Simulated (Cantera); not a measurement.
A perfectly stirred reactor is fed with NO : N₂ = 1 : 0.27 (molar parts), at 100.0 Torr; it is held at 1425 K, and followed from long to short residence time.

Model: GRI-Mech 3.0 (53 species, 325 reactions), integrated in Cantera.

Task: What does this change do: temperature 1425 to 2175 K?

Result: 
| quantity | before | after |
|---|---|---|
| x(NO) at τ = 0.310 s | 0.787 | 0.435 |
| x(O₂) at τ = 0.310 s | 1.71e-5 | 0.174 |
| x(O) at τ = 0.310 s | 1.50e-7 | 0.00276 |
| x(N₂O) at τ = 0.310 s | 5.84e-5 | 6.43e-5 |
| x(N₂) at τ = 0.310 s | 0.213 | 0.388 |
| x(NO) at τ = 14.0 ms | 0.787 | 0.770 |
| x(O₂) at τ = 14.0 ms | 2.28e-8 | 0.00799 |
| x(O) at τ = 14.0 ms | 7.57e-8 | 0.00104 |
| x(N₂O) at τ = 14.0 ms | 3.76e-6 | 0.000243 |
| x(N₂) at τ = 14.0 ms | 0.213 | 0.221 |
